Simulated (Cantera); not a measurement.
A closed system holds: 1 mol SiH2Cl2, a varied amount of N2, 3.8 mol H2, at 10000 Pa.

Method: chemical equilibrium by Gibbs-energy minimisation in Cantera with the NASA 1993 tables (ideal gas, pure condensed phases). Candidate condensed phases: NH4Cl, Si, Si3N4; 28 gas species. N2 is the only nitrogen source here; it is nearly inert below about 1500 K, so the nitride shown seldom forms there in practice. Mutual solubility and eutectic melting of coexisting phases are not modelled. The tables' values for SiCl3 are old estimates. Rates play no part.

### Question
What condenses at these points (T in K, n(N2) in mol): (1448, 2.8); (1948, 16); (1948, 0.49); (1548, 40); (748, 0.2); (1048, 16)?

### Answer
| T (K) | n(N2) in mol | condensed phases | Si condensed (%) |
|---|---|---|---|
| 1448 | 2.8 | Si3N4 | 95.9 |
| 1948 | 16 | Si | 46.3 |
| 1948 | 0.49 | Si | 47.0 |
| 1548 | 40 | Si3N4 | 95.7 |
| 748 | 0.2 | Si + Si3N4 | 46.3 |
| 1048 | 16 | Si3N4 | 99.3 |
